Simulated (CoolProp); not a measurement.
Propylene glycol along the isotherm 346.85 °C: fugacity coefficient from the reference equation and from simpler models built on Tc = 400.8 °C, pc = 7.292 MPa, ω = 0.327; each cubic takes its own stable root.

Computed with CoolProp (reference Helmholtz-energy equation of state, Eisenbach 2021).

| p (MPa) | phase | reference | van der Waals | Peng-Robinson |
|---|---|---|---|---|
| 2.28 | gas | 0.8589 | 0.8870 | 0.8499 |
| 4.56 | liquid | 0.5831 | 0.7715 | 0.6486 |
| 6.84 | liquid | 0.4084 | 0.5910 | 0.4539 |
| 9.11 | liquid | 0.3219 | 0.4772 | 0.3570 |
| 11.4 | liquid | 0.2699 | 0.4092 | 0.2987 |
| 13.7 | liquid | 0.2356 | 0.3647 | 0.2600 |
| 16 | liquid | 0.2115 | 0.3339 | 0.2327 |
| 18.2 | liquid | 0.1945 | 0.3125 | 0.2132 |

At some of these states van der Waals gives the other phase, because its saturation line lies elsewhere.
